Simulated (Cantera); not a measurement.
# Ignition delay

Mixture: CH4 : C2H6 : O2 : N2 : CO2 = 1 : 0.11 : 5.07 : 19.1 : 2.1 (molar parts), equivalence ratio 0.47, at 3750 Torr, adiabatic and at constant volume. Ignition delay is the time to a rise of 400 K.

Model: GRI-Mech 3.0 (53 species, 325 reactions), integrated in Cantera.

| T0 (K) | delay (ms) |
|---|---|
| 1198 | 1.60 |
| 1248 | 0.857 |
| 1298 | 0.489 |
| 1348 | 0.293 |
| 1398 | 0.182 |
| 1448 | 0.116 |
| 1498 | 0.0765 |
| 1548 | 0.0514 |
| 1598 | 0.0354 |

```yaml
apparent activation energy between 1498 and 1598 K: 150 kJ/mol
```
